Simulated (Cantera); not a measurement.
# HI + O₂ (abatement and gas-phase synthesis)

Input: 1 mol HI, 0.41 mol O₂, at 10.0 mbar.

Cantera equilibrium calculation (NASA polynomials, part measured and part estimated; ideal gas, pure solids and liquids). Candidate condensed phases: H₂O, I₂; 25 gas species. Ions and electrons are included (thermal ionisation). The numbers say what is thermodynamically allowed, not how fast it happens.

From 2000 K to 5000 K nothing is condensed.

| T (K) | x I | x H | x H₂O | x O | x O₂ | x OH | x H₂ |
|---|---|---|---|---|---|---|---|
| 2000 | 0.597 | 0.000850 | 0.291 | 0.00206 | 0.0947 | 0.00905 | 0.00273 |
| 2250 | 0.585 | 0.00861 | 0.262 | 0.0112 | 0.0916 | 0.0253 | 0.0134 |
| 2500 | 0.547 | 0.0489 | 0.186 | 0.0425 | 0.0858 | 0.0499 | 0.0378 |
| 2750 | 0.471 | 0.156 | 0.0754 | 0.116 | 0.0678 | 0.0609 | 0.0518 |
| 3000 | 0.399 | 0.276 | 0.0126 | 0.209 | 0.0342 | 0.0378 | 0.0305 |
| 3250 | 0.368 | 0.330 | 0.00115 | 0.264 | 0.0112 | 0.0142 | 0.0106 |
| 3500 | 0.359 | 0.347 | 0.000104 | 0.283 | 0.00329 | 0.00483 | 0.00345 |
| 3750 | 0.356 | 0.352 | 1.18e-5 | 0.288 | 0.00105 | 0.00177 | 0.00123 |
| 4000 | 0.355 | 0.353 | 1.71e-6 | 0.290 | 0.000379 | 0.000717 | 0.000492 |
| 4250 | 0.355 | 0.354 | 3.07e-7 | 0.290 | 0.000153 | 0.000322 | 0.000217 |
| 4500 | 0.355 | 0.354 | 6.66e-8 | 0.291 | 6.82e-5 | 0.000157 | 0.000105 |
| 4750 | 0.355 | 0.354 | 1.69e-8 | 0.291 | 3.31e-5 | 8.28e-5 | 5.47e-5 |
| 5000 | 0.355 | 0.355 | 4.92e-9 | 0.291 | 1.72e-5 | 4.64e-5 | 3.04e-5 |
x: gas mole fraction; nothing condenses.
